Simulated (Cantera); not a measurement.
Charge: 1 mol Nb2O5, 2.7 mol H2, held at 1250 K and 1.10 bar.

These are equilibrium values from Cantera (NASA tables, ideal gas, pure condensed phases), not measurements of a reactor. Candidate condensed phases: H2O, Nb, NbO, NbO2, Nb2O5; 12 gas species. Mutual solubility and eutectic melting of coexisting phases are not modelled. Condensed phases not in the tables: the oxides between NbO2 and Nb2O5. Kinetics and transport are ignored.

Base state: H2 0.972, H2O 0.0280 (mole fractions); condensed: NbO2(s) + Nb2O5(s).

What changes in the equilibrium state with this change: temperature from 1250 K to 1848.15 K?


| species | before | after |
|---|---|---|
| H2 | 0.972 | 0.816 |
| H2O | 0.0280 | 0.184 |
| H | 4.54e-7 | 0.000457 |
| NbO2(s), mol | 0.151 | 0.993 |
| Nb2O5(s), mol | 0.924 | 0 |
| Nb2O5(l), mol | 0 | 0.503 |
